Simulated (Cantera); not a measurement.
A Cantera script and what it prints.

```python
import numpy as np
import cantera as ct

gas_names = """
    Ca CaCL CaCL2 CaO Ca2 CL CLO CL2 O O2 O3
""".split()
cond_names = """
    Ca(a) Ca(b) Ca(L) CaCL2(s) CaCL2(L) CaO(s) CaO(L)
""".split()


# ... load() reads the species with a 1 bar reference pressure and builds the phases ...
atoms = {
    'CaO': {'Ca': 1, 'O': 1},
    'Cl2': {'CL': 2},
    'O2': {'O': 2},
}
top_T = {}  # K; cautious upper limits of use, not melting points


# ... equilibrate(T, P, feed) seeds the gas with the atoms and calls Mixture.equilibrate('TP', solver="vcs", rtol=1e-11, max_steps=5000) ...
results = []
feed = {'CaO': 1, 'Cl2': 1.6, 'O2': 0.39}  # mol
T = 1825  # K
P = 28  # Pa
mix = equilibrate(T, P, feed)
results.append((T, P, feed, dict(zip(mix.species_names, mix.species_moles))))
x = sorted(zip(gas.X, gas.species_names), reverse=True)
print(f"T = {T:g} K  P = {P:g} Pa  gas = {mix.phase_moles(0):.4g} mol")
print("   x: " + "  ".join(f"{s} {v:.3e}" for v, s in x if v > 0.0001))
print("   condensed (mol): " + ("  ".join(f"{mix.phase(i).name} {mix.phase_moles(i):.4g}"
      for i in range(1, mix.n_phases) if mix.phase_moles(i) > 1e-12) or "none"))
```

It prints:

```
T = 1825 K  P = 28 Pa  gas = 3.097 mol
   x: CL 3.868e-01  CaCL2 3.229e-01  O2 2.849e-01  O 4.902e-03  CL2 3.328e-04
   condensed (mol): none
```

Cantera equilibrium calculation (NASA polynomials, part measured and part estimated; ideal gas, pure solids and liquids).
